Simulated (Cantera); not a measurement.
Charge: 1 mol Si, a varied amount of HBr, equilibrated at 1198.15 K and 0.0555 Torr.

Method: chemical equilibrium by Gibbs-energy minimisation in Cantera with the NASA 1993 tables (ideal gas, pure condensed phases). Candidate condensed phases: Br2, Si; 19 gas species. Kinetics and transport are ignored.

### Question
Which condensed phases are stable at each of these points (n(HBr) (mol)): 1.5, 1.9, 2.4, 3, 3.8, 4.8, 6, 7.6, 9.5?

### Answer
```csv
n(HBr) (mol),condensed phases,Si condensed (%)
1.5,Si(s),47.4
1.9,Si(s),33.3
2.4,Si(s),15.8
3,gas only,0.0
3.8,gas only,0.0
4.8,gas only,0.0
6,gas only,0.0
7.6,gas only,0.0
9.5,gas only,0.0
```

From 1.5 mol HBr to 2.4 mol HBr the condensed part is Si(s). From 3 mol HBr to 9.5 mol HBr nothing is condensed.
